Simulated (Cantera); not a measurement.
Input: 1 mol CH3F, 0.21 mol CH4, equilibrated at 1.28 Torr.

Equilibrium computed with Cantera from the NASA thermochemical tables; the gas is ideal and each condensed phase is pure. Candidate condensed phases: C, C6H6, C7H8, C8H18; 95 gas species. Kinetics and transport are ignored.

At 3200 K, list the 7 most abundant gas species with their mole fractions, and the condensed phases.

H 0.654, HF 0.126, F 0.0779, C 0.0593, C3 0.0505, C2 0.0160, H2 0.00921. Condensed: gas only.
